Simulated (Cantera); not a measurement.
## Equilibrium for carbothermic reduction: Ta₂O₅ + CH₄ + H₂

Feed: 1 mol Ta₂O₅, a varied amount of CH₄, 3.4 mol H₂, held at 19.0 Pa.

Equilibrium computed with Cantera from the NASA thermochemical tables; the gas is ideal and each condensed phase is pure. Candidate condensed phases: C, C₆H₆, C₇H₈, C₈H₁₈, H₂O, Ta, TaC, Ta₂O₅; 113 gas species. Mutual solubility and eutectic melting of coexisting phases are not modelled. TaC: taken at fixed stoichiometry. Condensed phases not in the tables: Ta₂C, N, O or C dissolved in the metal. The numbers say what is thermodynamically allowed, not how fast it happens.

Question: Map the stable condensed phases over T = 850, 950, 1050, 1150, 1250, 1350, 1450, 1550, 1650, 1750, 1850, 1950, 2050, 2150 K and n(CH₄) in mol = 0.35, 0.42, 0.49, 0.58, 0.69, 0.81, 0.96, 1.1, 1.3, 1.6, 1.9, 2.2, 2.6.

Answer: 
```
T in K \ n(CH₄) in mol
         0.35 0.42 0.49 0.58 0.69 0.81 0.96  1.1  1.3  1.6  1.9  2.2  2.6
   2150     A    A    A    A    A    A    A    A    A    A    A    A    A
   2050     A    A    A    A    A    A    A    A    A    A    A    A    A
   1950     A    A    A    A    A    A    A    A    A    A    A    A    A
   1850     A    A    A    A    A    A    A    A    A    A    A    A    A
   1750     A    A    A    A    A    A    A    A    A    A    A    A    A
   1650     A    B    B    C    C    C    C    C    C    C    C    C    C
   1550     C    C    C    C    C    C    C    C    C    C    C    C    C
   1450     C    C    C    C    C    C    C    C    C    C    C    C    C
   1350     C    C    C    C    C    C    C    C    C    C    C    C    C
   1250     C    C    C    C    C    C    C    C    C    C    C    C    C
   1150     C    C    C    C    C    C    C    C    C    C    C    C    C
   1050     C    C    C    C    C    C    C    C    C    C    C    C    C
    950     C    C    C    C    C    C    C    C    C    C    C    C    C
    850     D    D    D    D    D    D    D    D    D    D    D    D    D
```
A: Ta + Ta₂O₅; B: Ta + TaC + Ta₂O₅; C: TaC + Ta₂O₅; D: C + TaC + Ta₂O₅.
